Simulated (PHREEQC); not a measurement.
1 kg of water holding 34 mmol/kgw K2CO3, 4.1 mmol/kgw K2SO4, 21 mmol/kgw KHCO3 and 31 mmol/kgw KCl is evaporated at 20 °C; the solids stay in contact with the brine. CO2 from the air is kept out. Only these solids could form: Arcanite, Kalicinite, Misenite, Sylvite.

All values are PHREEQC results (Pitzer model, pitzer.dat), not measurements.

```tsv
water left (kg)	ionic strength	water activity	Sylvite (mol)	Kalicinite (mol)	Arcanite (mol)	C in solution (mol/kgw)	K in solution (mol/kgw)	pH
1	0.166	0.997	0	0	0	0.0550	0.128	10.21
0.6755	0.246	0.995	0	0	0	0.0814	0.190	10.17
0.5552	0.299	0.994	0	0	0	0.0991	0.231	10.14
0.375	0.443	0.991	0	0	0	0.147	0.342	10.10
0.2533	0.656	0.987	0	0	0	0.217	0.506	10.05
0.2082	0.799	0.984	0	0	0	0.264	0.616	10.02
0.1407	1.18	0.977	0	0	0	0.391	0.911	9.98
0.09502	1.75	0.967	0	0	0	0.579	1.35	9.93
0.07809	2.13	0.959	0	0	0	0.704	1.64	9.91
0.05276	3.15	0.940	0	0	0	1.04	2.43	9.89
0.03564	4.67	0.910	0	0	0	1.54	3.60	9.91
0.0293	5.55	0.890	0	0	0.00127	1.88	4.29	9.94
0.01979	7.94	0.834	0	0	0.00306	2.78	6.17	10.05
0.01337	11.3	0.754	0.00354	0	0.00377	4.11	8.76	10.29
0.011	12.8	0.726	0.0122	0.00117	0.00389	4.90	9.73	10.45
0.007429	16.4	0.651	0.0230	0.00956	0.00404	6.12	11.8	11.01
```

Arcanite from water left = 0.0293 kg (pH 9.94); Sylvite from water left = 0.01337 kg (pH 10.29); Kalicinite from water left = 0.011 kg (pH 10.45).

Complexes and solids missing from the database can't appear.
